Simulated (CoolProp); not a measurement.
Values from CoolProp's reference Helmholtz-energy equation of state, de Reuck 1993.

Task: For methanol, give the phase and the cv (kJ/(kg K)), speed of sound (m/s), Joule-Thomson coefficient (K/MPa), Prandtl number at 193.95 °C and 0.212 MPa; 246.95 °C and 0.212 MPa; 260.25 °C and 0.212 MPa.

Result: 
- 193.95 °C and 0.212 MPa: gas; cv 1.56, speed of sound 374, Joule-Thomson coefficient 18.5, Prandtl number 0.827
- 246.95 °C and 0.212 MPa: gas; cv 1.68, speed of sound 393, Joule-Thomson coefficient 10.5, Prandtl number 0.808
- 260.25 °C and 0.212 MPa: gas; cv 1.71, speed of sound 398, Joule-Thomson coefficient 9.09, Prandtl number 0.804

Viscosity comes from a separate model (Xiang 2006). Thermal conductivity comes from a separate model (Sykioti 2013).
